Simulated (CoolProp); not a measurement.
Computed with CoolProp (reference Helmholtz-energy equation of state, Fiedler 2023).

Problem. Give the vapour pressure (bar), liquid density (kg/m³), enthalpy of vaporisation (kJ/kg), liquid cp (kJ/(kg K)) of saturated tetrahydrofuran at 146.85 °C.

Solution. 
```
T (°C)  p (bar)  liquid density (kg/m³)  enthalpy of vaporisation (kJ/kg)  liquid cp (kJ/(kg K))
------  -------  ----------------------  --------------------------------  ---------------------
146.85     7.92                     733                               346                   2.27
```
